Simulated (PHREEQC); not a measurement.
Buffer

Consider water at 50 °C with 0.04 mol KHCO3 and 0.0013 mol Na2HPO4 per kg of water. Closed to the air; pH follows from the charge balance.

The numbers come from PHREEQC with the ion-association model, wateq4f.dat.

This is a speciation only: nothing precipitates in the calculation.

### Question
What pH, ionic strength does the model give?

### Answer
pH 8.08; ionic strength 0.0442 mol/kgw.

### Question
In which forms is Na present?

### Answer
Na+ 97 %, NaCO3- 1.5 %, NaHCO3 1.4 % of the Na.

H3PO4, which wateq4f.dat lacks, is added to it with the constant of phreeqc.dat. At this temperature some constants are extrapolated from 25 °C, and those without enthalpy data are left unchanged.
